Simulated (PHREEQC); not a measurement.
Phosphoric acid bath with nickel, zinc or cadmium bath (model solution)

Solution A (0.057 mol H3PO4 per kg of water) is mixed with solution B (43 mmol/kgw ZnCl2, 77 mmol/kgw Na2SO4 and 0.067 mmol/kgw FeSO4) at 20 °C; shares are by mass of water, 1 kg in all. No oxygen is let in. CO2 from the air is kept out. Only these solids could form: Vivianite, Zn(OH)2-e, Zn4(OH)6SO4, Zn5(OH)8Cl2, Zn3(PO4)2:4w, Halite, Mirabilite, Melanterite, Goslarite.

The numbers come from PHREEQC with the ion-association model, wateq4f.dat.

```csv
share of solution B,pH,H3PO4 (mol/kgw),Fe+2 (mol/kgw),SO4-2 (mol/kgw)
0,1.78,0.0382,0,0
0.1,1.85,0.0318,1.12e-6,0.00396
0.2,1.91,0.0263,2.42e-6,0.00804
0.3,1.97,0.0214,3.93e-6,0.0122
0.4,2.03,0.0168,5.69e-6,0.0164
0.5,2.11,0.0127,7.79e-6,0.0205
0.6,2.19,0.00896,1.04e-5,0.0248
0.7,2.30,0.00567,1.38e-5,0.0290
0.8,2.45,0.00292,1.85e-5,0.0334
0.9,2.72,0.000882,2.62e-5,0.0379
1,5.58,0,4.27e-5,0.0427
```

H3PO4, which wateq4f.dat lacks, is added to it with the constant of phreeqc.dat. The database has no phosphate complexes of Zn.
